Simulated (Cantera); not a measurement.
Charge: 1 mol c-C4F8, 8.1 mol H2, 0.033 mol HCl, at 2898 K and 490 Pa.

Equilibrium computed with Cantera from the NASA thermochemical tables; the gas is ideal and each condensed phase is pure. The feed counts by its element totals alone. Kinetics and transport are ignored.

```csv
species,before,after
HF,0.484,0.659
H2,0.0610,0.338
HCl,0.000374,0.00272
H,0.403,6.42e-8
C3,0.0206,<1e-9
F,0.0163,<1e-9
C,0.00379,<1e-9
C2H,0.00272,<1e-9
C2H2 (acetylene),0.00279,1.33e-9
C2,0.00205,<1e-9
Cl,0.00169,<1e-9
CF,0.00152,<1e-9
"C(graphite), mol",2.66,4.00
```
Gas species are given as mole fractions.

### Question
Which change was made?
A) H2 from 8.1 to 1.2 mol
B) c-C4F8 replaced by C2F6
C) temperature from 2898 K to 600 K
D) temperature from 2898 K to 1048 K

### Answer
D, temperature from 2898 K to 1048 K
